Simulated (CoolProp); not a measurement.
Saturated liquid density (kg/m³) of R1234ze(Z): the reference equation beside estimates from Tc = 423.3 K, pc = 3531 kPa, ω = 0.327. Rackett uses Z = 0.29056 − 0.08775 ω.

The numbers come from the reference Helmholtz-energy equation of state, Akasaka 2019 in CoolProp.

```csv
T (K),reference,Rackett,Soave-Redlich-Kwong
324.7,1150,1057,926.6
329.7,1135,1043,912.6
334.7,1119,1029,898.1
339.6,1103,1015,883.3
344.6,1087,1000,867.6
349.6,1070,985.1,851.1
354.6,1052,969.3,834.0
359.5,1034,953.2,816.4
364.5,1015,936.2,797.5
369.5,995.6,918.5,777.7
374.4,975.1,900.3,757.1
379.4,953.1,880.8,735.0
384.4,929.7,860.0,711.3
389.4,904.6,837.8,686.0
394.3,878.0,814.4,659.2
```

Absolute difference from the reference over all 15 rows, mean and median: Rackett 7.8 and 7.8 %, Soave-Redlich-Kwong 21.5 and 21.0 %.
